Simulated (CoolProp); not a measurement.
Vapour-liquid equilibrium of R125 (1) + R227EA (2) at 305.4 K; x and y are mole fractions of (1).

Computed with CoolProp (multi-fluid Helmholtz-energy mixture model, Lemmon 2005 and Lemmon 2016; pair parameters Bell 2016).

```tsv
x	bubble pressure, mixture model (MPa)	bubble pressure, Raoult's law (MPa)	y, mixture model	y, Raoult's law
0.05	0.6114	0.6192	0.109	0.134
0.125	0.6837	0.7014	0.249	0.296
0.2	0.7577	0.7836	___	0.424
0.275	0.8335	0.8658	0.465	0.527
0.35	0.9108	0.9480	0.550	0.613
0.425	0.9897	1.030	0.624	0.685
0.5	1.070	1.112	0.689	0.746
0.575	1.152	1.195	0.748	0.799
0.65	___	1.277	0.800	0.845
0.725	1.323	1.359	0.849	0.886
0.8	1.411	1.441	___	0.922
0.875	1.502	1.523	0.935	0.954
0.95	1.596	1.606	0.975	0.982
```

### Question
What belongs in the gaps?

### Answer

- 0.2, y, mixture model: 0.366
- 0.65, bubble pressure, mixture model (MPa): 1.237
- 0.8, y, mixture model: 0.893

The largest gap from Raoult's law is -3.9 % in bubble pressure, at x = 0.425. No azeotrope shows between x = 0.05 and 0.95.

Pair parameters are fitted to limited data, so mixtures are less certain than the pure fluids.
